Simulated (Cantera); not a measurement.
Feed: 1 mol CF4, a varied amount of H2, held at 1898 K and 750 Torr.

Cantera equilibrium calculation (NASA polynomials, part measured and part estimated; ideal gas, pure solids and liquids). Candidate condensed phases: C, C6H6, C7H8, C8H18; 95 gas species. Gases not in the tables: C2F6 and larger saturated fluorocarbons. Kinetics and transport are ignored.

**Question.** What share of the C ends up in condensed phases as a function of n(H2) (mol), at 0.33, 0.51, 0.8, 1.2, 1.9, 3, 4.8, 7.4?

**Answer.** 
| n(H2) (mol) | C condensed (%) | as |
|---|---|---|
| 0.33 | 16.2 | C(graphite) |
| 0.51 | 25.2 | C(graphite) |
| 0.8 | 39.7 | C(graphite) |
| 1.2 | 59.7 | C(graphite) |
| 1.9 | 94.9 | C(graphite) |
| 3 | 99.9 | C(graphite) |
| 4.8 | 99.7 | C(graphite) |
| 7.4 | 99.4 | C(graphite) |
